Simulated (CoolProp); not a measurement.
A single-stage vapour-compression cycle with R245ca: evaporating at 284.15 K (dew point), condensing at 349.15 K (bubble point), superheat 0 K, subcooling 2 K, compressor efficiency 0.65, no pressure losses. Each further row changes one setting.

Values from CoolProp's reference Helmholtz-energy equation of state, Zhou 2016.

```
case                              cooling COP  pressure ratio  discharge temperature (K)  refrigerating effect (kJ/kg)  volumetric capacity (kJ/m³)
--------------------------------  -----------  --------------  -------------------------  ----------------------------  ---------------------------
as stated                                2.04            9.11                      356.5                           123                          405
evaporating temperature 289.15 K         2.32            7.36                      355.1                           127                          511
condensing temperature 344.15 K          2.30            7.96                      351.9                           131                          429
subcooling 7 K                           2.16            9.11                      356.5                           131                          429
superheat 10 K                           2.09            9.11                      367.1                           132                          418
compressor efficiency 0.55               1.73            9.11                      366.5                           123                          405
```
